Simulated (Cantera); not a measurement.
**Halide evaporation, hydrolysis and transport: BaF2 + O2 + H2**

Charge: 1 mol BaF2, 0.048 mol O2, 97 mol H2, held at 540 Torr.

Method: chemical equilibrium by Gibbs-energy minimisation in Cantera with the NASA 1993 tables (ideal gas, pure condensed phases). Candidate condensed phases: Ba, BaF2, BaO, Ba(OH)2, H2O; 27 gas species. Mutual solubility and eutectic melting of coexisting phases are not modelled. Equilibrium is a limit: real reactors are often held back by kinetics, nucleation or transport.

```
T (K)   x H2    x BaF2      x HF     x BaF       x H  n BaF2(s)  n BaO(s)  n BaF2(l)
-----  -----  --------  --------  --------  --------  ---------  --------  ---------
1473   0.999   2.56e-5   3.86e-5   1.12e-5   1.49e-5      0.995   0.00113          0
1573   0.999  0.000160   9.57e-5   8.10e-5   4.79e-5      0.976         0          0
1673   0.998  0.000756  0.000316  0.000293  0.000134          0         0      0.897
1773   0.994   0.00276  0.000896  0.000856  0.000334          0         0      0.646
1873   0.986   0.00804   0.00218   0.00211  0.000755          0         0          0
1973   0.984   0.00733   0.00291   0.00279   0.00158          0         0          0
2073   0.982   0.00655   0.00372   0.00351   0.00307          0         0          0
```
x: gas mole fraction; n: condensed amount in mol.

At 1473 K the condensed part is BaF2(s) + BaO(s). At 1573 K the condensed part is BaF2(s). From 1673 K to 1773 K the condensed part is BaF2(l). From 1873 K to 2073 K nothing is condensed. The main Ba-bearing gas is BaF2 throughout.
